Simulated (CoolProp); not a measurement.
Model: reference Helmholtz-energy equation of state, Lemmon 2006, in CoolProp. It is a short technical equation, of lower accuracy than the large ones.

### Question
For C3F8 (R218), give the phase and the cp (kJ/(kg K)), cv (kJ/(kg K)), expansivity (1/kK), conductivity (mW/(m K)) at 157 K and 386 kPa.

### Answer
- 157 K and 386 kPa: liquid; cp 0.829, cv 0.534, expansivity 1.84, conductivity 80.8

Thermal conductivity comes from a separate model (Huber 2003), an estimate that may be off by 10 % or more.
